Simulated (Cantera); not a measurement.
A closed system holds: 1 mol SiC, 0.11 mol Si, 0.06 mol H₂, equilibrated at 270 Pa.

Cantera equilibrium calculation (NASA polynomials, part measured and part estimated; ideal gas, pure solids and liquids). Candidate condensed phases: C, C₆H₆, C₇H₈, C₈H₁₈, Si, SiC; 87 gas species. Mutual solubility and eutectic melting of coexisting phases are not modelled. Gases not in the tables: Si₂H₆ and higher silanes. Rates play no part. All values below are at 2325 K.

Base state: Si 0.430, H₂ 0.385, H 0.131, Si₂C 0.0377, Si₂ 0.00866, SiH 0.00486, Si₃ 0.00160, SiC₂ 0.00153 (mole fractions); condensed: Si(l) + SiC(s).

**Question.** What changes in the equilibrium state with this change: pressure from 270 Pa to 51.0 Pa?

**Answer.** 
| species | before | after |
|---|---|---|
| Si | 0.430 | 0.519 |
| H | 0.131 | 0.210 |
| H₂ | 0.385 | 0.186 |
| SiC₂ | 0.00153 | 0.0355 |
| Si₂C | 0.0377 | 0.0455 |
| C₃ | 3.56e-8 | 1.59e-5 |
| C₂H | 7.31e-7 | 2.24e-5 |
| C | 7.13e-7 | 1.65e-5 |
| Si(l), mol | 0.0447 | 0 |
| SiC(s), mol | 0.995 | 0.976 |
